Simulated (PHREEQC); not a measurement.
Consider water at 25 °C with 94 mmol/kgw CdCl2, 24 mmol/kgw NaCl and 2.4 mmol/kgw FeSO4. Closed to the air; pH follows from the charge balance.

Model: ion-association model, phreeqc.dat, run in PHREEQC.

```
Item                    Value
--------------  -------------
pH                       5.41
ionic strength  0.141 mol/kgw
density           1.013 g/cm³
```

```csv
species,molality,activity,log γ
Cl-,0.117,0.0865,-0.130
CdCl+,0.0598,0.0456,-0.118
Na+,0.0239,0.0183,-0.116
Cd+2,0.0163,0.00552,-0.471
CdCl2,0.0159,0.0164,0.014
Fe+2,0.00221,0.000801,-0.440
SO4-2,0.00149,0.000493,-0.479
CdCl3-,0.00118,0.000898,-0.118
CdSO4,0.000760,0.000785,0.014
FeCl+,0.000125,9.56e-5,-0.118
FeSO4,6.80e-5,7.02e-5,0.014
NaSO4-,5.91e-5,4.53e-5,-0.115
Cd(SO4)2-2,1.26e-5,4.25e-6,-0.471
H+,4.75e-6,3.85e-6,-0.091
```

Precipitation was switched off in this run. Species that the database lacks are ignored.
